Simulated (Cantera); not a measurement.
A perfectly stirred reactor is fed with CO : O₂ : H₂O : N₂ = 0.0047 : 0.047 : 0.0011 : 1 (molar parts), at 1.70 bar; it is held at 1425 K, and followed from long to short residence time.

Computed with Cantera and GRI-Mech 3.0 (53 species, 325 reactions).

Q: What does this change do: 0.0019 parts CH4 added?

A: 
| quantity | before | after |
|---|---|---|
| x(CO) at τ = 7.90 s | 1.37e-5 | 1.01e-5 |
| x(O₂) at τ = 7.90 s | 0.0425 | 0.0388 |
| x(H₂O) at τ = 7.90 s | 0.00104 | 0.00465 |
| x(NO) at τ = 7.90 s | 2.76e-6 | 1.59e-6 |
| x(H) at τ = 7.90 s | 1.40e-8 | 2.17e-8 |
| x(CO) at τ = 50.0 ms | 0.000447 | 0.000335 |
| x(O₂) at τ = 50.0 ms | 0.0427 | 0.0389 |
| x(H₂O) at τ = 50.0 ms | 0.00103 | 0.00460 |
| x(NO) at τ = 50.0 ms | 2.01e-6 | 1.30e-6 |
| x(H) at τ = 50.0 ms | 1.40e-6 | 2.42e-6 |
